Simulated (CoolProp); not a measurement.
Vapour pressure (bar) of water: the reference equation beside estimates from Tc = 647.1 K, pc = 220.6 bar, ω = 0.344. Clausius-Clapeyron is anchored at 380 K with a constant enthalpy of vaporisation of 40.32 kJ/mol.

Values from CoolProp's reference Helmholtz-energy equation of state, Wagner 2002.

```
T (K)  reference  Lee-Kesler  Clausius-Clapeyron  van der Waals  Soave-Redlich-Kwong  Peng-Robinson
-----  ---------  ----------  ------------------  -------------  -------------------  -------------
328.6     0.1611      0.1294              0.1750          6.805               0.1330         0.1445
341.4     0.2891      0.2414              0.3044          8.744               0.2472         0.2646
354.3     0.4967      0.4292              0.5106          11.06               0.4376         0.4623
367.2     0.8169      0.7276              0.8258          13.79               0.7387         0.7716
380        1.289       1.178               1.289          16.91                1.192          1.232
392.9      1.971       1.844               1.959          20.52                1.858          1.905
405.7      2.915       2.780               2.892          24.59                2.794          2.844
418.6      4.209       4.080               4.180          29.20                4.091          4.137
431.5      5.927       5.826               5.910          34.36                5.830          5.864
444.3      8.144       8.095               8.170          40.05                8.091          8.101
457.2      11.00       11.03               11.12          46.37                11.02          10.99
470        14.55       14.69               14.84          53.25                14.68          14.59
482.9      18.98       19.25               19.55          60.83                19.26          19.09
495.7      24.35       24.77               25.34          68.99                24.81          24.55
508.6      30.87       31.47               32.47          77.90                31.57          31.20
```

Absolute difference from the reference over all 15 rows, mean and median: Lee-Kesler 6.1 and 3.1 %, Clausius-Clapeyron 2.4 and 1.1 %, van der Waals 1084.6 and 593.8 %, Soave-Redlich-Kwong 5.5 and 2.8 %, Peng-Robinson 3.2 and 1.7 %.
